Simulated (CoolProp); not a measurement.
Vapour-liquid equilibrium of C2F6 (R116) (1) + R143a (2) at 0.279 MPa; x and y are mole fractions of (1).

Values from CoolProp's multi-fluid Helmholtz-energy mixture model, Lemmon 2006 and Lemmon and Jacobsen 2000; pair parameters Bell 2016.

| x | bubble temperature, mixture model (K) | bubble temperature, Raoult's law (K) | y, mixture model | y, Raoult's law |
|---|---|---|---|---|
| 0.05 | 242.0 | 246.8 | 0.280 | 0.154 |
| 0.125 | 233.8 | 242.7 | [?] | 0.337 |
| 0.2 | 228.5 | 239.1 | 0.637 | 0.478 |
| 0.275 | 225.1 | 235.9 | 0.706 | 0.587 |
| 0.35 | 222.8 | 233.0 | 0.750 | 0.674 |
| 0.425 | 221.3 | 230.4 | 0.779 | 0.743 |
| 0.5 | 220.2 | 228.0 | 0.802 | 0.800 |
| 0.575 | 219.3 | 225.8 | [?] | 0.846 |
| 0.65 | 218.6 | 223.8 | 0.839 | 0.885 |
| 0.725 | [?] | 222.0 | [?] | 0.917 |
| 0.8 | 217.4 | 220.3 | 0.883 | 0.945 |
| 0.875 | 216.8 | 218.7 | 0.915 | 0.968 |
| 0.95 | 216.4 | 217.2 | [?] | 0.988 |

Problem. Some entries are withheld; supply them.

Solution. 
- 0.125, y, mixture model: 0.515
- 0.575, y, mixture model: 0.821
- 0.725, bubble temperature, mixture model (K): 217.9
- 0.725, y, mixture model: 0.859
- 0.95, y, mixture model: 0.959

The largest gap from Raoult's law is -10.8 K in bubble temperature, at x = 0.275. No azeotrope shows between x = 0.05 and 0.95.

The pair parameters rest on a limited set of measurements; away from them the model extrapolates. With so large a gap from Raoult's law the liquid may split in two, which this calculation doesn't test in full.
